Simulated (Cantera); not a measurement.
## Adiabatic ignition

An adiabatic, constant-volume homogeneous reactor starts with 5.43 % CH₃OH, 13.1 % O₂, 81.4 % N₂, equivalence ratio 0.62, at 1398 K and 10.0 bar.

Detailed kinetics in Cantera: GRI-Mech 3.0 (53 species, 325 reactions). GRI-Mech 3.0 was tuned for natural gas; its chemistry of methanol as a main component is partial and can be far from experiment.

```csv
t (s),T (K),P (bar),x CH₃OH,x O₂,x CH₂,x CO,x C₂H,x NO,x NO₂
1.00e-6,1398,10.0,0.0543,0.131,3.95e-9,3.46e-7,<1e-12,<1e-12,<1e-12
2.90e-6,1398,10.0,0.0543,0.131,3.95e-9,1.01e-6,<1e-12,<1e-12,<1e-12
8.42e-6,1398,10.0,0.0543,0.131,3.95e-9,3.01e-6,<1e-12,<1e-12,<1e-12
2.44e-5,1398,10.0,0.0541,0.131,3.95e-9,1.00e-5,<1e-12,<1e-12,<1e-12
7.09e-5,1402,10.0,0.0524,0.130,4.16e-9,0.000147,<1e-12,<1e-12,<1e-12
0.000206,2519,18.6,<1e-12,0.0480,<1e-12,0.00219,<1e-12,0.000399,7.15e-7
0.000597,2515,18.5,<1e-12,0.0473,<1e-12,0.00217,<1e-12,0.00188,3.36e-6
0.00173,2508,18.5,<1e-12,0.0457,<1e-12,0.00212,<1e-12,0.00508,8.97e-6
0.00503,2498,18.4,<1e-12,0.0438,<1e-12,0.00207,<1e-12,0.00902,1.57e-5
0.0146,2495,18.4,<1e-12,0.0432,<1e-12,0.00205,<1e-12,0.0103,1.79e-5
0.0423,2495,18.4,<1e-12,0.0432,<1e-12,0.00205,<1e-12,0.0104,1.80e-5
0.123,2495,18.4,<1e-12,0.0432,<1e-12,0.00205,<1e-12,0.0104,1.80e-5
0.356,2495,18.4,<1e-12,0.0432,<1e-12,0.00205,<1e-12,0.0104,1.80e-5
1.03,2495,18.4,<1e-12,0.0432,<1e-12,0.00205,<1e-12,0.0104,1.80e-5
3.00,2495,18.4,<1e-12,0.0432,<1e-12,0.00205,<1e-12,0.0104,1.80e-5
```
x: mole fraction; the columns are a selection and need not sum to one.

The time of steepest temperature rise comes out as 0.117 ms and the temperature at 3.00 s is 2495 K. The equilibrium temperature comes out as 2495 K. The x(CH₃OH) at 3.00 s is <1e-12 (gas-phase equilibrium <1e-12) and the x(O₂) at 3.00 s is 0.0432 (gas-phase equilibrium 0.0432). The x(CH₂) at 3.00 s comes out as <1e-12 (gas-phase equilibrium <1e-12).
